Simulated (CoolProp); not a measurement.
Values from CoolProp's reference Helmholtz-energy equation of state, Thol 2015.

**Question.** For 1,2-dichloroethane, give the phase and the density (kg/m³), cv (kJ/(kg K)), speed of sound (m/s), Joule-Thomson coefficient (K/MPa) at 150.65 °C and 6650 kPa; 163.35 °C and 6650 kPa; 188.75 °C and 6650 kPa.

**Answer.** 
- 150.65 °C and 6650 kPa: liquid; density 1060, cv 0.971, speed of sound 764, Joule-Thomson coefficient -0.186
- 163.35 °C and 6650 kPa: liquid; density 1030, cv 0.981, speed of sound 719, Joule-Thomson coefficient -0.144
- 188.75 °C and 6650 kPa: liquid; density 984, cv 1.01, speed of sound 629, Joule-Thomson coefficient -0.0364
